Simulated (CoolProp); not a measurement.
Values from CoolProp's reference Helmholtz-energy equation of state, Lemmon 2006. It is a short technical equation, of lower accuracy than the large ones.

Q: For acetone, give the phase and the Z, expansivity (1/kK) at 276.85 °C and 1.01 MPa; 276.85 °C and 1.34 MPa; 276.85 °C and 1.68 MPa.

A: 
- 276.85 °C and 1.01 MPa: gas; Z 0.934, expansivity 2.29
- 276.85 °C and 1.34 MPa: gas; Z 0.912, expansivity 2.49
- 276.85 °C and 1.68 MPa: gas; Z 0.889, expansivity 2.71
